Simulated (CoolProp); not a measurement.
Vapour-liquid equilibrium of benzene (1) + n-octane (2) at 0.445 MPa; x and y are mole fractions of (1).

Model: multi-fluid Helmholtz-energy mixture model, Thol 2012 and Beckmüller 2019; pair parameters Bell 2016, in CoolProp.

```json
[
 {"x": "0.05", "bubble temperature, mixture model (°C)": "(withheld)", "bubble temperature, Raoult's law (°C)": "184.7", "y, mixture model": "0.116", "y, Raoult's law": "0.125"},
 {"x": "0.2", "bubble temperature, mixture model (°C)": "172.5", "bubble temperature, Raoult's law (°C)": "173.8", "y, mixture model": "0.399", "y, Raoult's law": "0.413"},
 {"x": "0.35", "bubble temperature, mixture model (°C)": "(withheld)", "bubble temperature, Raoult's law (°C)": "164.6", "y, mixture model": "(withheld)", "y, Raoult's law": "0.610"},
 {"x": "0.5", "bubble temperature, mixture model (°C)": "154.6", "bubble temperature, Raoult's law (°C)": "156.7", "y, mixture model": "0.729", "y, Raoult's law": "0.749"},
 {"x": "0.65", "bubble temperature, mixture model (°C)": "148.3", "bubble temperature, Raoult's law (°C)": "150.0", "y, mixture model": "0.828", "y, Raoult's law": "0.850"},
 {"x": "0.8", "bubble temperature, mixture model (°C)": "143.1", "bubble temperature, Raoult's law (°C)": "144.1", "y, mixture model": "0.906", "y, Raoult's law": "0.926"},
 {"x": "0.95", "bubble temperature, mixture model (°C)": "138.6", "bubble temperature, Raoult's law (°C)": "138.8", "y, mixture model": "(withheld)", "y, Raoult's law": "0.984"}
]
```

Q: Complete the blanks.

A: 
- 0.05, bubble temperature, mixture model (°C): 184.5
- 0.35, bubble temperature, mixture model (°C): 162.5
- 0.35, y, mixture model: 0.595
- 0.95, y, mixture model: 0.977

The largest gap from Raoult's law is -2.1 K in bubble temperature, at x = 0.5. No azeotrope shows between x = 0.05 and 0.95.

The pair parameters rest on a limited set of measurements; away from them the model extrapolates.
